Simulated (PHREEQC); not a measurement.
Solution (25 °C): 140 mmol/kgw HBr, 170 mmol/kgw NaCl and 0.81 mmol/kgw KCl. Closed to the air; pH follows from the charge balance.

Computed with PHREEQC (Pitzer model, pitzer.dat).

```json
[
 {"quantity": "pH", "before": "0.94", "after": "0.74"},
 {"quantity": "SI of Halite (NaCl)", "before": "-3.40", "after": "-1.46"}
]
```

Which change was made?
(A) NaCl from 0.17 to 1.7 mol/kgw
(B) NaCl from 0.17 to 0.153 mol/kgw
(C) KCl left out
(D) 0.0046 mol/kgw H2SO4 added
(E) diluted 2-fold with water

A, NaCl from 0.17 to 1.7 mol/kgw

This is a speciation only: nothing precipitates in the calculation.
